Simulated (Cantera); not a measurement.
A freely propagating, adiabatic, planar premixed flame of 22.7 % H2, 16.2 % O2, 61.1 % N2, equivalence ratio 0.70, unburnt at 350 K and 200000 Pa; mixture-averaged transport, grid criteria slope 0.08 and curve 0.16, no radiation.

Computed with Cantera and the H2/O2 subset of GRI-Mech 3.0, which has no nitrogen chemistry. Burning velocities carry a grid error of a few per cent, more on coarse grids.

x: mole fraction of selected species; z is measured from the peak of heat release.

| z (mm) | T (K) | u (m/s) | x H2 | x O2 | x H2O2 | x H2O | x H | x O |
|---|---|---|---|---|---|---|---|---|
| -0.480 | 350 | 1.39 | 0.227 | 0.162 | <1e-8 | 6.65e-8 | <1e-8 | <1e-8 |
| -0.320 | 350 | 1.39 | 0.226 | 0.162 | ? | ? | <1e-8 | <1e-8 |
| -0.240 | 351 | 1.39 | 0.224 | 0.163 | 9.02e-8 | 1.81e-5 | <1e-8 | <1e-8 |
| -0.160 | 357 | 1.39 | 0.215 | 0.165 | ? | ? | <1e-8 | ? |
| -0.0800 | 478 | 1.79 | 0.171 | 0.169 | 7.00e-5 | 0.0117 | 9.32e-6 | 6.36e-6 |
| -0.0400 | 819 | 2.97 | 0.123 | 0.155 | 9.41e-5 | 0.0551 | 0.00121 | 0.000251 |
| 0 | 1209 | 4.33 | 0.0711 | 0.122 | 2.59e-5 | 0.123 | 0.00633 | 0.00220 |
| 0.0400 | 1475 | 5.26 | 0.0339 | 0.0890 | 6.08e-6 | 0.179 | 0.0103 | 0.00512 |
| 0.0800 | 1629 | 5.80 | 0.0177 | 0.0717 | 3.28e-6 | 0.207 | 0.00979 | 0.00624 |
| 0.160 | 1782 | 6.32 | 0.00948 | 0.0625 | 1.67e-6 | 0.224 | 0.00596 | 0.00524 |
| 0.320 | 1901 | 6.70 | 0.00541 | 0.0596 | 8.97e-7 | 0.234 | 0.00235 | 0.00297 |
| 0.640 | 1972 | 6.93 | 0.00242 | 0.0587 | 5.06e-7 | 0.242 | 0.000645 | 0.00128 |
| 1.28 | 2005 | 7.03 | 0.000883 | 0.0587 | 2.86e-7 | 0.245 | 0.000138 | 0.000467 |

Task: Complete the blanks.

Result: 
- -0.320, x H2O2: 1.38e-8
- -0.320, x H2O: 3.05e-6
- -0.160, x H2O2: 1.69e-6
- -0.160, x H2O: 0.000278
- -0.160, x O: 6.53e-8
